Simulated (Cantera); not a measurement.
An isothermal, constant-pressure homogeneous reactor starts with CH4 : CO2 : H2 = 1 : 0.79 : 1.3 (molar parts), at 1375 K and 2700000 Pa.

Model: GRI-Mech 3.0 (53 species, 325 reactions), integrated in Cantera. The pressure lies above the range GRI-Mech 3.0 was tuned for (to about 10 atm).

One state of this run: x CH4 = 0.302; x CO2 = 0.0657; x H2 = 0.255; x C2H = <1e-12; x HO2 = <1e-12; x CH3 = 7.91e-6; x CH2CO = 1.41e-6. x: mole fraction; the columns are a selection and need not sum to one.

Q: Which value of t (s) does it belong to?
A) 16.5
B) 2.00e-6
C) 0.0118
D) 0.0503

A: A, 16.5
